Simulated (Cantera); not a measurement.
A Cantera script and its output.

```python
import numpy as np
import cantera as ct

gas = ct.Solution("h2o2.yaml")
gas.TPX = 625, 64000, {'H2': 1, 'O2': 0.185, 'N2': 0.696, 'H2O': 0.002}
flame = ct.FreeFlame(gas, width=0.055)
flame.set_refine_criteria(ratio=3, slope=0.08, curve=0.16)
flame.transport_model = "mixture-averaged"
flame.solve(loglevel=0, auto=True)
z, T = flame.grid, flame.T
thick = (T[-1] - T[0]) / np.gradient(T, z).max()
show = ['H2', 'O2', 'H', 'HO2', 'OH', 'O']
print(f"laminar burning velocity  {flame.velocity[0] * 100:.3f} cm/s")
print(f"burnt temperature         {T[-1]:.1f} K")
print(f"thermal thickness         {thick * 1e3:.4f} mm")
print(f"grid points               {len(z)}")
z0 = z[flame.heat_release_rate.argmax()]
print(f"{'z/mm':>9s}{'T/K':>9s}{'u/(m/s)':>9s}" + "".join(f"{s:>11s}" for s in show))
rows = []
for k in (-3, -2, -1.5, -1, -0.5, -0.25, 0, 0.25, 0.5, 1, 2, 4, 8):
    zz = z0 + k * thick
    rows.append([k * thick, np.interp(zz, z, T), np.interp(zz, z, flame.velocity),
                 *(np.interp(zz, z, flame.X[gas.species_index(s)]) for s in show)])
    print(f"{rows[-1][0] * 1e3:9.3f}{rows[-1][1]:9.1f}{rows[-1][2]:9.3f}" + "".join(f"{x:11.3e}" for x in rows[-1][3:]))
```

Result:

```
laminar burning velocity  852.094 cm/s
burnt temperature         2111.6 K
thermal thickness         0.8675 mm
grid points               142
     z/mm      T/K  u/(m/s)         H2         O2          H        HO2         OH          O
   -2.603    625.0    8.521  5.311e-01  9.825e-02  4.804e-14  5.522e-12  4.727e-17  7.975e-16
   -1.735    625.0    8.521  5.311e-01  9.825e-02  2.998e-11  6.730e-10  2.453e-14  3.748e-13
   -1.301    625.0    8.521  5.311e-01  9.825e-02  1.393e-09  1.360e-08  1.031e-12  1.399e-11
   -0.868    625.1    8.521  5.311e-01  9.825e-02  5.127e-07  1.807e-06  1.279e-09  4.745e-09
   -0.434    649.1    8.816  5.277e-01  9.793e-02  5.981e-04  1.427e-04  5.905e-05  1.569e-05
   -0.217    825.6   11.008  5.000e-01  9.241e-02  1.013e-02  8.794e-05  3.373e-04  2.608e-04
    0.000   1175.4   15.286  4.038e-01  5.724e-02  5.424e-02  3.748e-05  1.364e-03  2.219e-03
    0.217   1412.6   18.277  3.232e-01  1.159e-02  8.943e-02  7.429e-06  1.933e-03  1.600e-03
    0.434   1508.7   19.437  3.109e-01  1.554e-03  9.014e-02  9.437e-07  1.867e-03  6.246e-04
    0.868   1605.1   20.545  3.170e-01  1.642e-04  7.880e-02  1.003e-07  2.049e-03  4.264e-04
    1.735   1709.4   21.710  3.271e-01  9.671e-05  6.391e-02  6.012e-08  2.161e-03  3.372e-04
    3.470   1813.7   22.849  3.375e-01  6.373e-05  4.852e-02  4.109e-08  2.068e-03  2.293e-04
    6.940   1906.9   23.845  3.470e-01  3.559e-05  3.446e-02  2.513e-08  1.764e-03  1.315e-04
```

Cantera simulation using the H2/O2 subset of GRI-Mech 3.0, which has no nitrogen chemistry; the numbers are that mechanism's predictions, not measurements. Burning velocities carry a grid error of a few per cent, more on coarse grids.
